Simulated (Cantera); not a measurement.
# Ammonia decomposition in nitride growth gas

A perfectly stirred reactor is fed with 87.0 % NH3, 13.0 % H2, at 0.138 atm; it is held at 2150 K, and followed from long to short residence time.

Cantera simulation using the gas-phase N/H chemistry of the illustrative SiF4/NH3 mechanism in the Surface Chemkin manual (1991); the numbers are that mechanism's predictions, not measurements. Walls and surfaces, which speed up NH3 decomposition in real reactors, are not modelled.

```csv
τ (s),x NH3,x H2,x NH,x N2,x H,x NH2
11,0.00104,0.760,8.01e-6,0.231,0.00739,3.09e-5
3.6,0.00528,0.760,1.17e-5,0.231,0.00398,8.45e-5
1.2,0.0234,0.748,1.60e-5,0.226,0.00219,0.000208
0.38,0.0767,0.710,2.24e-5,0.212,0.00137,0.000451
0.12,0.206,0.616,3.01e-5,0.177,0.000855,0.000869
0.041,0.413,0.464,3.60e-5,0.122,0.000515,0.00139
0.013,0.644,0.294,3.84e-5,0.0595,0.000288,0.00190
0.0044,0.778,0.196,3.71e-5,0.0235,0.000183,0.00218
0.0014,0.839,0.151,3.37e-5,0.00721,0.000135,0.00223
```
x: mole fraction; the columns are a selection and need not sum to one.
